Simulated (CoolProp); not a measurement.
Oxygen at 280.81 K and 11.8 MPa flows at 18 m/s in a round tube of 1 mm bore and 0.25 µm roughness, fully developed (64/Re and Nu = 3.66 if laminar; Colebrook and Gnielinski if turbulent). Each further row changes one setting.

Model: reference Helmholtz-energy equation of state, Schmidt 1985, in CoolProp.

```csv
case,Reynolds number,Darcy friction factor,pressure drop (Pa/m),heat-transfer coefficient (W/(m² K)),mass flow (kg/h)
as stated,137000,0.0183,519000,8900,8.90
velocity 36 m/s,274000,0.0168,1900000,16300,17.8
diameter 2 mm,274000,0.0158,224000,7680,35.6
```

Viscosity comes from a separate model (Lemmon 2004). Thermal conductivity comes from a separate model (Lemmon 2004).
